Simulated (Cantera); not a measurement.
**Hydrocarbon pyrolysis for carbon deposition**

An isothermal, constant-pressure homogeneous reactor starts with C3H8 : H2 = 1 : 42 (molar parts), at 1925 K and 0.0510 bar.

Cantera simulation using GRI-Mech 3.0 (53 species, 325 reactions); the numbers are that mechanism's predictions, not measurements. GRI-Mech 3.0 was tuned for natural gas; its chemistry of propane as a main component is partial and can be far from experiment. GRI-Mech 3.0 stops at C3 and has no aromatics, soot or wall deposition, so with more carbon than oxygen in the feed, carbon stays in small species such as C2H2 where larger ones or solid carbon would form.

```csv
t (s),x C3H8,x H2,x C2H2,x CH3,x H
6.00e-5,1.45e-5,0.940,0.00725,0.00589,0.00965
0.000200,5.32e-9,0.943,0.0155,0.00407,0.00694
0.000664,2.94e-9,0.946,0.0183,0.00300,0.00538
0.00221,1.23e-9,0.950,0.0202,0.00200,0.00400
0.00735,4.46e-10,0.953,0.0229,0.00135,0.00341
0.0245,9.82e-11,0.957,0.0269,0.000827,0.00357
0.0814,6.46e-12,0.961,0.0304,0.000344,0.00390
0.271,<1e-12,0.963,0.0319,0.000108,0.00412
0.902,<1e-12,0.963,0.0323,3.45e-5,0.00418
3.00,<1e-12,0.963,0.0324,1.89e-5,0.00418
```
x: mole fraction; the columns are a selection and need not sum to one.

Equilibrium at this temperature and pressure: C3H8 <1e-12, H2 0.963, C2H2 0.0324, CH3 1.82e-5, H 0.00418 (gas phase only).
